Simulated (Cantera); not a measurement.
A closed system holds: 1 mol S, 0.057 mol H2, at 1000 Pa.

Equilibrium computed with Cantera from the NASA thermochemical tables; the gas is ideal and each condensed phase is pure. Candidate condensed phases: S; 7 gas species. Equilibrium is a limit: real reactors are often held back by kinetics, nucleation or transport. All values below are at 1350 °C.

Base state: S2 0.892, H2 0.0831, H2S 0.0164, SH 0.00692, S 0.00144, H 0.000199 (mole fractions); condensed: gas only.

Q: What changes in the equilibrium state with this change: 1.6 mol CO2 added?

A: 
| species | before | after |
|---|---|---|
| CO | 0 | 0.345 |
| CO2 | 0 | 0.332 |
| SO2 | 0 | 0.157 |
| S2 | 0.892 | 0.124 |
| H2O | 0 | 0.0175 |
| SO | 0 | 0.0134 |
| H2S | 0.0164 | 0.000433 |
| H2 | 0.0831 | 0.00587 |
| S2O | 0 | 0.00128 |
| COS | 0 | 0.000866 |
| SH | 0.00692 | 0.000687 |
| H | 0.000199 | 5.29e-5 |
| S | 0.00144 | 0.000537 |
Further candidate phases: C, C6H6, C7H8, C8H18, H2O, H2SO4.
